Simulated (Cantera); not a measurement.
An isothermal, constant-pressure homogeneous reactor starts with C2H6 : H2 : H2O = 1 : 12 : 0.023 (molar parts), at 1025 K and 0.000345 atm.

Model: GRI-Mech 3.0 (53 species, 325 reactions), integrated in Cantera. GRI-Mech 3.0 stops at C3 and has no aromatics, soot or wall deposition, so with more carbon than oxygen in the feed, carbon stays in small species such as C2H2 where larger ones or solid carbon would form. Radical loss at walls, strong at low pressure, is not modelled.

x: mole fraction; the columns are a selection and need not sum to one.

```json
[
 {"t (s)": "9.00e-6", "x C2H6": "0.0768", "x H2": "0.921", "x CH4": "<1e-12", "x CH3": "9.90e-11", "x C2H": "<1e-12"},
 {"t (s)": "2.43e-5", "x C2H6": "0.0768", "x H2": "0.921", "x CH4": "<1e-12", "x CH3": "2.68e-10", "x C2H": "<1e-12"},
 {"t (s)": "6.58e-5", "x C2H6": "0.0768", "x H2": "0.921", "x CH4": "1.29e-12", "x CH3": "7.22e-10", "x C2H": "<1e-12"},
 {"t (s)": "0.000178", "x C2H6": "0.0768", "x H2": "0.921", "x CH4": "9.45e-12", "x CH3": "[?]", "x C2H": "<1e-12"},
 {"t (s)": "0.000480", "x C2H6": "0.0768", "x H2": "0.921", "x CH4": "6.86e-11", "x CH3": "[?]", "x C2H": "<1e-12"},
 {"t (s)": "0.00130", "x C2H6": "0.0768", "x H2": "0.921", "x CH4": "4.93e-10", "x CH3": "[?]", "x C2H": "<1e-12"},
 {"t (s)": "0.00351", "x C2H6": "0.0768", "x H2": "0.921", "x CH4": "3.46e-9", "x CH3": "[?]", "x C2H": "<1e-12"},
 {"t (s)": "0.00949", "x C2H6": "0.0768", "x H2": "0.921", "x CH4": "2.28e-8", "x CH3": "[?]", "x C2H": "<1e-12"},
 {"t (s)": "0.0256", "x C2H6": "0.0768", "x H2": "0.921", "x CH4": "1.30e-7", "x CH3": "[?]", "x C2H": "<1e-12"},
 {"t (s)": "0.0693", "x C2H6": "0.0768", "x H2": "0.921", "x CH4": "5.66e-7", "x CH3": "1.98e-7", "x C2H": "<1e-12"},
 {"t (s)": "0.187", "x C2H6": "0.0768", "x H2": "0.921", "x CH4": "1.88e-6", "x CH3": "2.11e-7", "x C2H": "<1e-12"},
 {"t (s)": "0.506", "x C2H6": "0.0767", "x H2": "0.921", "x CH4": "6.00e-6", "x CH3": "[?]", "x C2H": "<1e-12"},
 {"t (s)": "1.37", "x C2H6": "0.0765", "x H2": "0.921", "x CH4": "2.81e-5", "x CH3": "[?]", "x C2H": "<1e-12"},
 {"t (s)": "3.70", "x C2H6": "0.0750", "x H2": "0.921", "x CH4": "0.000279", "x CH3": "[?]", "x C2H": "<1e-12"},
 {"t (s)": "10.0", "x C2H6": "0.0663", "x H2": "0.921", "x CH4": "0.00291", "x CH3": "[?]", "x C2H": "<1e-12"}
]
```

**Question.** What belongs in the gaps?

**Answer.** 
- 0.000178, x CH3: 1.95e-9
- 0.000480, x CH3: 5.22e-9
- 0.00130, x CH3: 1.38e-8
- 0.00351, x CH3: 3.52e-8
- 0.00949, x CH3: 8.16e-8
- 0.0256, x CH3: 1.52e-7
- 0.506, x CH3: 2.74e-7
- 1.37, x CH3: 7.37e-7
- 3.70, x CH3: 3.52e-6
- 10.0, x CH3: 1.12e-5
